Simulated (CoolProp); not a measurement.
The fluid at 714.27 K and 0.741 MPa flows at 0.07 m/s in a round tube of 25 mm bore and 15 µm roughness, fully developed (64/Re and Nu = 3.66 if laminar; Colebrook and Gnielinski if turbulent). The same conditions are run with several fluids, on thermodynamics alone (safety and materials aside).

The numbers come from the reference Helmholtz-energy equation of state of each fluid (normal hydrogen: Leachman 2009; dry air: Lemmon 2000; oxygen: Schmidt 1985; nitrogen: Span 2000; water: Wagner 2002) in CoolProp. Blends and air are pseudo-pure fits.

Q: Rank normal hydrogen, dry air, oxygen, nitrogen, water by Reynolds number, highest first.

A: nitrogen (183), dry air (182), oxygen (178), water (152), normal hydrogen (26.9)

```
fluid            Darcy friction factor  pressure drop (Pa/m)  heat-transfer coefficient (W/(m² K))  mass flow (kg/h)
---------------  ---------------------  --------------------  ------------------------------------  ----------------
normal hydrogen                   2.38                0.0586                                  51.6            0.0310
dry air                          0.352                 0.124                                  7.71             0.446
oxygen                           0.360                 0.141                                  8.05             0.493
nitrogen                         0.350                 0.119                                  7.49             0.431
water                            0.422                0.0937                                  8.79             0.280
```

Above 300 K oxygen's equation is extrapolated.

Transport values come from each fluid's own correlations.
